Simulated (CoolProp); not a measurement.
Propylene along the isobar 25.3 MPa: fugacity coefficient from the reference equation and from simpler models built on Tc = 91.1 °C, pc = 4.555 MPa, ω = 0.146; each cubic takes its own stable root.

Model: reference Helmholtz-energy equation of state, Lemmon 2013, in CoolProp.

```csv
T (°C),phase,reference
-36.05,liquid,0.01511
-27.95,liquid,0.02013
-19.85,liquid,0.02622
-11.75,liquid,0.03347
-3.75,liquid,0.04183
4.35,liquid,0.05155
12.45,liquid,0.06257
20.55,liquid,0.07491
28.65,liquid,0.08855
36.75,liquid,0.1035
44.85,liquid,0.1196
52.95,liquid,0.1369
60.95,liquid,0.1551
```

Problem. How far does each simpler model (van der Waals, Redlich-Kwong, Soave-Redlich-Kwong, Peng-Robinson) lie from the reference over these 13 states: mean and median of the absolute difference, and the worst?

Solution. 
- van der Waals: mean 191.0 %, median 155.2 %, worst +444.0 % at -36.05 °C and 25.3 MPa
- Redlich-Kwong: mean 22.4 %, median 22.1 %, worst +32.8 % at -36.05 °C and 25.3 MPa
- Soave-Redlich-Kwong: mean 6.5 %, median 6.5 %, worst +7.7 % at 60.95 °C and 25.3 MPa
- Peng-Robinson: mean 4.4 %, median 4.6 %, worst -4.9 % at -19.85 °C and 25.3 MPa
